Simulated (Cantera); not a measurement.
Cantera run, input and output.

```python
import numpy as np
import cantera as ct

surf = ct.Interface("diamond.yaml", "diamond_100")
gas, bulk = surf.adjacent["gas"], surf.adjacent["diamond"]
k = surf.kinetics_species_index(bulk.species_names[0])
cover = ["c6HH", "c6H*", "c6*H", "c6**", "c6HM", "c6B"]

rows, drift = [], 0.0
print(f"{'xCH3':>10s}{'um/h':>11s}" + "".join(f"{s:>11s}" for s in cover))
for v in [1e-06, 2.2e-06, 4.7e-06, 1e-05, 2.2e-05, 4.8e-05, 0.0001, 0.00023, 0.00049]:
    T, P, xH, xCH3 = 1125, 20000, 0.015, v
    gas.TPX = T, P, {"H": xH, "CH3": xCH3, "CH4": 0.0029, "H2": 1 - xH - xCH3 - 0.0029}
    surf.TP = bulk.TP = T, P
    surf.coverages = "c6H*:0.1, c6HH:0.9"
    surf.advance_coverages(100.0)
    before = surf.coverages
    surf.advance_coverages(100.0)
    drift = max(drift, np.max(np.abs(surf.coverages - before) / (surf.coverages + 1e-9)))
    rate = surf.net_production_rates[k] * bulk.mean_molecular_weight / bulk.density * 3.6e9
    rows.append([rate, *surf[cover].coverages])
    print(f"{v:10.4g}{rate:11.4e}" + "".join(f"{x:11.3e}" for x in rows[-1][1:]))
```

Output:

```
      xCH3       um/h       c6HH       c6H*       c6*H       c6**       c6HM        c6B
     1e-06 1.6565e-01  4.920e-01  3.113e-02  4.556e-01  2.130e-02  2.140e-05  4.495e-10
   2.2e-06 3.6442e-01  4.920e-01  3.113e-02  4.555e-01  2.130e-02  4.708e-05  9.889e-10
   4.7e-06 7.7845e-01  4.919e-01  3.112e-02  4.555e-01  2.130e-02  1.006e-04  2.112e-09
     1e-05 1.6559e+00  4.918e-01  3.112e-02  4.554e-01  2.129e-02  2.139e-04  4.493e-09
   2.2e-05 3.6412e+00  4.916e-01  3.110e-02  4.552e-01  2.128e-02  4.704e-04  9.881e-09
   4.8e-05 7.9359e+00  4.912e-01  3.108e-02  4.548e-01  2.125e-02  1.025e-03  2.153e-08
    0.0001 1.6498e+01  4.904e-01  3.102e-02  4.540e-01  2.119e-02  2.132e-03  4.477e-08
   0.00023 3.7743e+01  4.884e-01  3.088e-02  4.520e-01  2.105e-02  4.877e-03  1.024e-07
   0.00049 7.9565e+01  4.845e-01  3.061e-02  4.480e-01  2.078e-02  1.028e-02  2.159e-07
```

Cantera simulation using the Harris–Goodwin 1993 mechanism for the reconstructed diamond (100) surface; the numbers are that mechanism's predictions, not measurements.
